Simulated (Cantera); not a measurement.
Charge: 1 mol SiH2Cl2, 2.6 mol H2, 0.038 mol HCl, equilibrated at 0.00133 bar.

Cantera equilibrium calculation (NASA polynomials, part measured and part estimated; ideal gas, pure solids and liquids). Candidate condensed phases: Si; 19 gas species. Gases not in the tables: Si2H6 and higher silanes. Rates play no part.

Question: Which condensed phases are stable at each of these points (T (K)): 1325, 1475, 1625, 1775, 1925, 2075, 2225, 2375, 2525?

Answer: 
```csv
T (K),condensed phases,Si condensed (%)
1325,Si(s),41.1
1475,Si(s),38.2
1625,Si(s),36.4
1775,Si(l),36.7
1925,Si(l),33.3
2075,gas only,0.0
2225,gas only,0.0
2375,gas only,0.0
2525,gas only,0.0
```

From 1325 K to 1625 K the condensed part is Si(s). From 1775 K to 1925 K the condensed part is Si(l). From 2075 K to 2525 K nothing is condensed.
